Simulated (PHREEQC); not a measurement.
**Alkaline etch or developer**

Consider water at 70 °C with 0.0039 mol/kgw KOH, 0.00022 mol/kgw CO2 and 4.8e-05 mol/kgw Na2CO3. Closed to the air; pH follows from the charge balance.

Model: Pitzer model, pitzer.dat, run in PHREEQC.

Each row changes one thing in this solution. Precipitation was switched off in this run.

```
case                                           pH  ionic strength (mol/kgw)  CO3-2 (mol/kgw)  HCO3- (mol/kgw)  CO2 (mol/kgw)
------------------------------------------  -----  ------------------------  ---------------  ---------------  -------------
as made                                     10.31                   0.00417         0.000175          9.31e-5        8.40e-9
KOH from 0.0039 to 0.00429 mol/kgw          10.35                   0.00457         0.000181          8.65e-5        7.05e-9
temperature from 70 to 35 °C                11.19                   0.00424         0.000245          2.32e-5       2.77e-10
Na2CO3 left out                             10.31                   0.00404         0.000143          7.68e-5        6.96e-9
CO2 from 0.00022 to 0.00033 mol/kgw         10.29                   0.00424         0.000242         0.000136        1.29e-8
KOH from 0.0039 to 0.00195 mol/kgw           9.99                   0.00217         0.000122         0.000146        2.83e-8
Na2CO3 from 4.8e-05 to 9.6e-05 mol/kgw      10.31                   0.00430         0.000207         0.000109        9.82e-9
KOH replaced by KHCO3 at the same molality   7.58                   0.00401          1.38e-5          0.00396       0.000192
```

Species that the database lacks are ignored. Constants without temperature data keep their 25 °C values here.
